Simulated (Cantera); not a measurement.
Charge: 1 mol Fe₂O₃, 6.2 mol Cl₂, 14 mol O₂.

Equilibrium computed with Cantera from the NASA thermochemical tables; the gas is ideal and each condensed phase is pure. Candidate condensed phases: Fe, FeCl₂, FeCl₃, FeO, Fe₂O₃, Fe₃O₄; 13 gas species. Condensed phases not in the tables: FeOCl. Rates play no part.

Problem. What condenses at these points (T in K, P in Pa): (1700, 100000); (1500, 10); (1200, 100000); (900, 10000); (1100, 10)?

Solution. 
```
T (K)  P in Pa  condensed phases  Fe condensed (%)
-----  -------  ----------------  ----------------
1700    100000          gas only               0.0
1500        10          gas only               0.0
1200    100000             Fe₂O₃              86.6
900      10000             Fe₂O₃              99.8
1100        10             Fe₂O₃              28.9
```
